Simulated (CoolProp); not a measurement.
Properties of trans-2-butene along the isobar 17.1 MPa (Tc = 155.5 °C, pc = 4.019 MPa, ω = 0.210).

The numbers come from the reference Helmholtz-energy equation of state, Lemmon 2005 in CoolProp. It is a short technical equation, of lower accuracy than the large ones.

```
T (°C)          phase       Z  Joule-Thomson coefficient (K/MPa)
------  -------------  ------  ---------------------------------
137.85         liquid  0.5620                            0.01113
145.95         liquid  0.5625                            0.05922
154.15         liquid  0.5638                             0.1123
162.25  supercritical  0.5658                             0.1694
170.45  supercritical  0.5686                             0.2324
178.55  supercritical  0.5722                             0.2998
186.75  supercritical  0.5767                             0.3736
194.85  supercritical  0.5821                             0.4520
202.95  supercritical  0.5883                             0.5356
211.15  supercritical  0.5956                             0.6250
219.25  supercritical  0.6038                             0.7173
227.45  supercritical  0.6130                             0.8135
235.55  supercritical  0.6230                             0.9098
243.75  supercritical  0.6340                              1.007
251.85  supercritical  0.6456                              1.099
```
